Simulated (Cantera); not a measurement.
Cantera run:

```python
import numpy as np
import cantera as ct

gas_names = """
    H H2 N NH NH2 NH3 N2 N2H2 N2H4 Si SiH SiH2 SiH3 SiH4 SiN Si2 Si2N Si3
""".split()
cond_names = """
    Si(cr) Si(L) Si3N4(a)
""".split()


# ... load() reads the species with a 1 bar reference pressure and builds the phases ...
atoms = {
    'Si3N4': {'Si': 3, 'N': 4},
    'H2': {'H': 2},
}
top_T = {'Si3N4(a)': 2400}  # K; cautious upper limits of use, not melting points


# ... equilibrate(T, P, feed) seeds the gas with the atoms and calls Mixture.equilibrate('TP', solver="vcs", rtol=1e-11, max_steps=5000) ...
results = []
feed = {'Si3N4': 1, 'H2': 600}  # mol
for P in [1, 5.2, 27, 140, 720, 3700, 19000, 100000]:
    for T in [1473, 1498, 1523, 1548, 1573, 1598, 1623, 1648, 1673, 1698]:
        mix = equilibrate(T, P, feed)
        results.append((T, P, feed, dict(zip(mix.species_names, mix.species_moles))))

for T, P, feed, n in results:
    print(f"{T:7g} {P:10.4g}  " + (" + ".join(c for c in cond_names if n.get(c, 0) > 1e-12) or "gas only"))
```

It prints:

```
   1473          1  Si(cr)
   1498          1  Si(cr)
   1523          1  Si(cr)
   1548          1  Si(cr)
   1573          1  gas only
   1598          1  gas only
   1623          1  gas only
   1648          1  gas only
   1673          1  gas only
   1698          1  gas only
   1473        5.2  Si(cr)
   1498        5.2  Si(cr)
   1523        5.2  Si(cr)
   1548        5.2  Si(cr)
   1573        5.2  Si(cr)
   1598        5.2  Si(cr)
   1623        5.2  Si(cr)
   1648        5.2  gas only
   1673        5.2  gas only
   1698        5.2  gas only
   1473         27  Si(cr)
   1498         27  Si(cr)
   1523         27  Si(cr)
   1548         27  Si(cr)
   1573         27  Si(cr)
   1598         27  Si(cr)
   1623         27  Si(cr)
   1648         27  Si(cr)
   1673         27  Si(cr)
   1698         27  Si(L)
   1473        140  Si(cr)
   1498        140  Si(cr)
   1523        140  Si(cr)
   1548        140  Si(cr)
   1573        140  Si(cr)
   1598        140  Si(cr)
   1623        140  Si(cr)
   1648        140  Si(cr)
   1673        140  Si(cr)
   1698        140  Si(L)
   1473        720  Si(cr)
   1498        720  Si(cr)
   1523        720  Si(cr)
   1548        720  Si(cr)
   1573        720  Si(cr)
   1598        720  Si(cr)
   1623        720  Si(cr)
   1648        720  Si(cr)
   1673        720  Si(cr)
   1698        720  Si(L)
   1473       3700  Si(cr) + Si3N4(a)
   1498       3700  Si(cr) + Si3N4(a)
   1523       3700  Si(cr) + Si3N4(a)
   1548       3700  Si(cr) + Si3N4(a)
   1573       3700  Si(cr)
   1598       3700  Si(cr)
   1623       3700  Si(cr)
   1648       3700  Si(cr)
   1673       3700  Si(cr)
   1698       3700  Si(L)
   1473    1.9e+04  Si(cr) + Si3N4(a)
   1498    1.9e+04  Si(cr) + Si3N4(a)
   1523    1.9e+04  Si(cr) + Si3N4(a)
   1548    1.9e+04  Si(cr) + Si3N4(a)
   1573    1.9e+04  Si(cr) + Si3N4(a)
   1598    1.9e+04  Si(cr) + Si3N4(a)
   1623    1.9e+04  Si(cr) + Si3N4(a)
   1648    1.9e+04  Si(cr)
   1673    1.9e+04  Si(cr)
   1698    1.9e+04  Si(L)
   1473      1e+05  Si(cr) + Si3N4(a)
   1498      1e+05  Si(cr) + Si3N4(a)
   1523      1e+05  Si(cr) + Si3N4(a)
   1548      1e+05  Si(cr) + Si3N4(a)
   1573      1e+05  Si(cr) + Si3N4(a)
   1598      1e+05  Si(cr) + Si3N4(a)
   1623      1e+05  Si(cr) + Si3N4(a)
   1648      1e+05  Si(cr) + Si3N4(a)
   1673      1e+05  Si(cr) + Si3N4(a)
   1698      1e+05  Si(L) + Si3N4(a)
```

Method: chemical equilibrium by Gibbs-energy minimisation in Cantera with the NASA 1993 tables (ideal gas, pure condensed phases). Mutual solubility and eutectic melting of coexisting phases are not modelled.
